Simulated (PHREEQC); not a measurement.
Consider water at 25 °C and 50 atm with 0.0029 mol FeCl3, 0.18 mol MgSO4, 0.0011 mol H2SO4 and 0.00058 mol NaCl per kg of water. Closed to the air; pH follows from the charge balance.

The numbers come from PHREEQC with the ion-association model, phreeqc.dat.

This is a speciation only: nothing precipitates in the calculation.

Problem. Estimate the pH.

Solution. pH 3.16.

Problem. In which forms is S present?

Solution. MgSO4 55 %, SO4-2 42 %, FeSO4+ 1.0 %, HSO4- 0.9 %, Fe(SO4)2- 0.8 % of the S.

The solution is supersaturated, for example in Hematite (slow to form), Goethite (slow to form), so a real one may precipitate; this is no full list. Under pressure, the constants of complexes without a molar volume in the database are unreliable.
